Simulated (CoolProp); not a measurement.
A simple Rankine cycle with dimethyl ether: condensing at 309.15 K, boiler at 3.45 MPa, turbine inlet 524 K, turbine efficiency 0.65, pump efficiency 0.8, no recuperator. Each further row changes one setting.

Computed with CoolProp (reference Helmholtz-energy equation of state, Wu 2011).

| case | thermal efficiency (%) | net work (kJ/kg) | heat in (kJ/kg) | turbine exit temperature (K) | volume ratio over the turbine |
|---|---|---|---|---|---|
| as stated | 9.7 | 73.1 | 757 | [?] | 4.17 |
| condensing temperature 301.15 K | 10.8 | [?] | [?] | [?] | 5.15 |
| boiler pressure 2.42 MPa | 7.6 | 58.2 | 769 | [?] | [?] |
| turbine efficiency 0.55 | [?] | 61.1 | 757 | 479.9 | 4.23 |

Problem. Fill in the missing entries.

Solution. 
- as stated, turbine exit temperature (K): 473.9
- condensing temperature 301.15 K, net work (kJ/kg): 84.0
- condensing temperature 301.15 K, heat in (kJ/kg): 777
- condensing temperature 301.15 K, turbine exit temperature (K): 467.4
- boiler pressure 2.42 MPa, turbine exit temperature (K): 487.2
- boiler pressure 2.42 MPa, volume ratio over the turbine: 2.93
- turbine efficiency 0.55, thermal efficiency (%): 8.1
